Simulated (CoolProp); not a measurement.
The numbers come from the reference Helmholtz-energy equation of state, Lemmon 2016 in CoolProp.

**Question.** For R365MFC, give the phase and the Z, cp (kJ/(kg K)), Joule-Thomson coefficient (K/MPa), isothermal compressibility (1/MPa) at 438.5 K and 4.44 MPa; 450.8 K and 4.44 MPa; 500 K and 4.44 MPa.

**Answer.** 
- 438.5 K and 4.44 MPa: liquid; Z 0.204, cp 1.83, Joule-Thomson coefficient 0.771, isothermal compressibility 0.0232
- 450.8 K and 4.44 MPa: liquid; Z 0.213, cp 1.98, Joule-Thomson coefficient 1.33, isothermal compressibility 0.0397
- 500 K and 4.44 MPa: supercritical; Z 0.563, cp 2.02, Joule-Thomson coefficient 9.22, isothermal compressibility 0.425
